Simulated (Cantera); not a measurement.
Cantera run:

```python
import numpy as np
import cantera as ct

gas_names = """
    AL ALCL ALCL2 ALCL3 ALH ALN AL2 AL2CL6 CL CL2 H HCL H2 N NH NH2 NH3 N2 N2H2 N2H4
""".split()
cond_names = """
    AL(cr) AL(L) ALCL3(s) ALCL3(L) ALN(s) NH4CL(a) NH4CL(b)
""".split()


# ... load() reads the species with a 1 bar reference pressure and builds the phases ...
atoms = {
    'Al': {'AL': 1},
    'HCl': {'H': 1, 'CL': 1},
    'N2': {'N': 2},
}
top_T = {'ALN(s)': 2750}  # K; cautious upper limits of use, not melting points


# ... equilibrate(T, P, feed) seeds the gas with the atoms and calls Mixture.equilibrate('TP', solver="vcs", rtol=1e-11, max_steps=5000) ...
results = []
T = 973  # K
P = 8.8  # Pa
for m in [1.9, 2.9, 4, 5, 6.1, 7.1, 8.2, 9.2, 10]:
    feed = {'Al': 1, 'HCl': m, 'N2': 0.35}  # mol
    mix = equilibrate(T, P, feed)
    results.append((T, P, feed, dict(zip(mix.species_names, mix.species_moles))))

top = {s: max(r[3][s] / sum(r[3][g] for g in gas_names) for r in results) for s in gas_names}
cols = sorted((s for s in top if top[s] > 1e-05), key=lambda s: -top[s])[:9]
seen = [c for c in cond_names if any(r[3].get(c, 0) > 1e-12 for r in results)]
print("log10 of partial pressures in bar; condensed amounts in mol")
print(f"{'n(HCl)':>10s}" + "".join(f"{s[:9]:>10s}" for s in cols + seen))
for T, P, feed, n in results:
    ng = sum(n[g] for g in gas_names)
    print(f"{feed['HCl']:10.4g}" + "".join(f"{np.log10(max(n[s] / ng * P / 1e5, 1e-99)):10.3f}" for s in cols)
          + "".join(f"{n.get(c, 0):10.4g}" for c in seen))
```

It prints:

```
log10 of partial pressures in bar; condensed amounts in mol
    n(HCl)       HCL        H2     ALCL3        N2     ALCL2    ALN(s)
       1.9    -4.910    -4.381    -4.557    -5.199    -8.368    0.4482
       2.9    -4.901    -4.397    -4.573    -5.067    -8.400    0.1641
         4    -4.641    -4.465    -4.641    -5.097    -8.763         0
         5    -4.440    -4.565    -4.741    -5.197    -9.114         0
       6.1    -4.339    -4.654    -4.830    -5.286    -9.349         0
       7.1    -4.285    -4.721    -4.898    -5.353    -9.504         0
       8.2    -4.245    -4.785    -4.961    -5.417    -9.639         0
       9.2    -4.220    -4.836    -5.012    -5.468    -9.741         0
        10    -4.204    -4.873    -5.049    -5.505    -9.812         0
```

Cantera equilibrium calculation (NASA polynomials, part measured and part estimated; ideal gas, pure solids and liquids). The tables' values for AlCl2 are old estimates; treat these amounts as uncertain.
